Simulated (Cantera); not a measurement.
What does this Cantera script print?

```python
import numpy as np
import cantera as ct

gas_names = """
    CL CL2 H HCL H2 Si SiCL SiCL2 SiCL3 SiCL4 SiH SiHCL3 SiH2 SiH2CL2 SiH3 SiH3CL SiH4 Si2 Si3
""".split()
cond_names = """
    Si(cr) Si(L)
""".split()


def load(file, names, dense=False):
    # The tables refer to 1 bar. Condensed volumes are neglected.
    table = {s.name: s for s in ct.Species.list_from_file(file)}
    out = []
    for n in names:
        d = dict(table[n].input_data)
        d["thermo"] = dict(d["thermo"], **{"reference-pressure": 1e5})
        if dense:
            d["equation-of-state"] = {"model": "constant-volume", "density": "1e6 g/cm^3"}
        out.append(ct.Species.from_dict(d))
    return out


gas = ct.Solution(thermo="ideal-gas", species=load("nasa_gas.yaml", gas_names))
cond = {s.name: ct.Solution(thermo="fixed-stoichiometry", species=[s], name=s.name)
        for s in load("nasa_condensed.yaml", cond_names, dense=True)}
atoms = {
    'Si': {'Si': 1},
    'HCl': {'H': 1, 'CL': 1},
    'H2': {'H': 2},
}
top_T = {}  # K; cautious upper limits of use, not melting points


def equilibrate(T, P, feed):
    n = {}
    for name, mol in feed.items():
        for a, k in atoms[name].items():
            n[a] = n.get(a, 0.0) + k * mol
    gas.TPX = T, P, n
    mass = sum(n.values()) * gas.mean_molecular_weight
    gas.equilibrate("TP")
    valid = [c for c in cond.values() if c.min_temp <= T <= top_T.get(c.name, c.max_temp)]
    mix = ct.Mixture([(gas, mass / gas.mean_molecular_weight)] + [(c, 0.0) for c in valid])
    mix.T, mix.P = T, P
    mix.equilibrate("TP", solver="vcs", rtol=1e-11, max_steps=5000)
    return mix


results = []
feed = {'Si': 1, 'HCl': 1.3, 'H2': 3.6}  # mol
T = 1273.15  # K
P = 2.1  # Pa
mix = equilibrate(T, P, feed)
results.append((T, P, feed, dict(zip(mix.species_names, mix.species_moles))))
print(gas.report(threshold=0.0001))
for i in range(1, mix.n_phases):
    print(f"{mix.phase(i).name:16s} {mix.phase_moles(i):12.5e} mol")
```

Result:

```
       temperature   1273.2 K
          pressure   2.1 Pa
           density   2.5643e-06 kg/m^3
  mean mol. weight   12.926 kg/kmol
   phase of matter   gas

                          1 kg             1 kmol
                     ---------------   ---------------
          enthalpy        5.6479e+05        7.3004e+06  J
   internal energy       -2.5415e+05       -3.2852e+06  J
           entropy             22305        2.8832e+05  J/K
    Gibbs function       -2.7833e+07       -3.5977e+08  J
 heat capacity c_p            2577.1             33312  J/K
 heat capacity c_v            1933.9             24997  J/K

                      mass frac. Y      mole frac. X     chem. pot. / RT
                     ---------------   ---------------   ---------------
                 H        1.0869e-05        0.00013937           -14.567
               HCL           0.39112           0.13867           -46.392
                H2           0.12449           0.79818           -29.135
             SiCL2           0.47718          0.062312           -67.841
             SiCL3         0.0064874        0.00062377           -99.666
     [  +14 minor]        0.00071852        7.6486e-05

Si(cr)            6.91428e-01 mol
```

Method: chemical equilibrium by Gibbs-energy minimisation in Cantera with the NASA 1993 tables (ideal gas, pure condensed phases). The tables' values for SiCl3 are old estimates; treat these amounts as uncertain.
